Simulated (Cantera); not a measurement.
Reactions in the system C-H-N-Ta

Cantera with NASA thermochemical tables; ideal gases at 1 bar, condensed phases pure. Values are per mole of reaction as written; species without (g) are pure solids or liquids, kept so even where they would boil at 1 bar. TaC: taken at fixed stoichiometry.

6 TaC + 4 NH3(g) ⇌ 3 C2H4(g) + 2 N2(g) + 6 Ta

```
T (K)  ΔH° (kJ)  ΔS° (J/K)  ΔG° (kJ)  log10 K
-----  --------  ---------  --------  -------
300      1205.8      264.5    1126.4  -196.13
1425     1181.3      227.2     857.6   -31.44
1575     1178.3      225.2     823.7   -27.32
1725     1175.0      223.1     790.1   -23.92
1875     1171.2      221.1     756.7   -21.08
2025     1167.1      218.9     723.7   -18.67
2175     1162.6      216.8     691.1   -16.60
2325     1157.9      214.7     658.7   -14.80
2475     1153.0      212.7     626.6   -13.23
2625     1148.0      210.7     594.9   -11.84
2775     1143.2      208.9     563.4   -10.61
```
